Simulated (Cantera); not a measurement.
Feed: 1 mol borazine, 0.7 mol NH3, 170 mol N2, held at 1625 °C and 4600 Pa.

Method: chemical equilibrium by Gibbs-energy minimisation in Cantera with the NASA 1993 tables (ideal gas, pure condensed phases). Candidate condensed phases: B, BN; 15 gas species. The feed counts by its element totals alone. Kinetics and transport are ignored.

Question: What is the equilibrium state?

Answer: x(N2): 0.977
x(H2): 0.0229
x(H): 0.000552
n(BN(s)): 3.00 mol
gas amount: 174.4 mol
log10 activity of B(s) (absent): -1.64
